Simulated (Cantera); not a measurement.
Charge: 1 mol Al, 7.1 mol F2, 23 mol H2, held at 1050 °C and 0.133 bar.

Equilibrium computed with Cantera from the NASA thermochemical tables; the gas is ideal and each condensed phase is pure. Candidate condensed phases: Al, AlF3; 18 gas species. Rates play no part.

What is the equilibrium state?


```
Property                             Result
--------------------------------  ---------
x(H2)                                 0.588
x(HF)                                 0.378
x(AlF3)                              0.0332
x(Al2F6)                           0.000296
x(H)                                3.33e-6
x(AlF2)                             3.20e-6
gas amount                        29.59 mol
log10 activity of Al(l) (absent)     -11.41
```
